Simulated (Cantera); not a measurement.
Cantera run, input and output.

```python
import numpy as np
import cantera as ct

gas = ct.Solution("gri30.yaml")
gas.TPX = 475, 220000, {'CH4': 1, 'C2H6': 0.05, 'O2': 2.9, 'N2': 14.2}
flame = ct.FreeFlame(gas, width=0.023)
flame.set_refine_criteria(ratio=3, slope=0.08, curve=0.16)
flame.transport_model = "mixture-averaged"
flame.solve(loglevel=0, auto=True)
z, T = flame.grid, flame.T
thick = (T[-1] - T[0]) / np.gradient(T, z).max()
show = ['CH4', 'C2H6', 'O2', 'N2O', 'CH3', 'O']
print(f"laminar burning velocity  {flame.velocity[0] * 100:.3f} cm/s")
print(f"burnt temperature         {T[-1]:.1f} K")
print(f"thermal thickness         {thick * 1e3:.4f} mm")
print(f"grid points               {len(z)}")
z0 = z[flame.heat_release_rate.argmax()]
print(f"{'z/mm':>9s}{'T/K':>9s}{'u/(m/s)':>9s}" + "".join(f"{s:>11s}" for s in show))
rows = []
for k in (-3, -2, -1.5, -1, -0.5, -0.25, 0, 0.25, 0.5, 1, 2, 4, 8):
    zz = z0 + k * thick
    rows.append([k * thick, np.interp(zz, z, T), np.interp(zz, z, flame.velocity),
                 *(np.interp(zz, z, flame.X[gas.species_index(s)]) for s in show)])
    print(f"{rows[-1][0] * 1e3:9.3f}{rows[-1][1]:9.1f}{rows[-1][2]:9.3f}" + "".join(f"{x:11.3e}" for x in rows[-1][3:]))
```

Output:

```
laminar burning velocity  21.644 cm/s
burnt temperature         1815.9 K
thermal thickness         0.4283 mm
grid points               135
     z/mm      T/K  u/(m/s)        CH4       C2H6         O2        N2O        CH3          O
   -1.285    476.2    0.217  5.500e-02  2.753e-03  1.596e-01  3.968e-11  2.566e-10  1.378e-16
   -0.857    483.2    0.220  5.457e-02  2.748e-03  1.591e-01  4.040e-10  2.036e-09  1.918e-14
   -0.642    506.7    0.231  5.331e-02  2.727e-03  1.574e-01  2.329e-09  1.289e-08  9.082e-13
   -0.428    606.4    0.278  4.829e-02  2.588e-03  1.497e-01  1.531e-08  2.676e-07  1.541e-10
   -0.214    950.4    0.438  3.142e-02  1.772e-03  1.201e-01  9.190e-08  3.252e-05  5.012e-07
   -0.107   1254.3    0.580  1.638e-02  8.358e-04  9.136e-02  1.905e-07  2.738e-04  1.568e-05
    0.000   1553.3    0.718  2.783e-03  4.154e-05  6.036e-02  3.549e-07  3.280e-04  3.357e-04
    0.107   1675.1    0.771  7.108e-05  1.927e-08  4.698e-02  5.653e-07  1.250e-05  1.052e-03
    0.214   1725.7    0.792  1.224e-06  6.173e-12  4.341e-02  7.069e-07  2.517e-07  9.474e-04
    0.428   1773.0    0.811  9.939e-10  1.322e-17  4.122e-02  8.483e-07  2.512e-10  5.331e-04
    0.857   1801.4    0.823  4.177e-14  6.442e-24  4.030e-02  8.649e-07  1.422e-14  1.928e-04
    1.713   1812.4    0.828  1.199e-16 -4.337e-27  4.009e-02  5.553e-07  2.228e-16  5.659e-05
    3.426   1815.4    0.829  4.917e-17 -1.979e-27  4.008e-02  2.387e-07  6.092e-17  2.395e-05
```

Model: GRI-Mech 3.0 (53 species, 325 reactions), integrated in Cantera. Burning velocities carry a grid error of a few per cent, more on coarse grids.
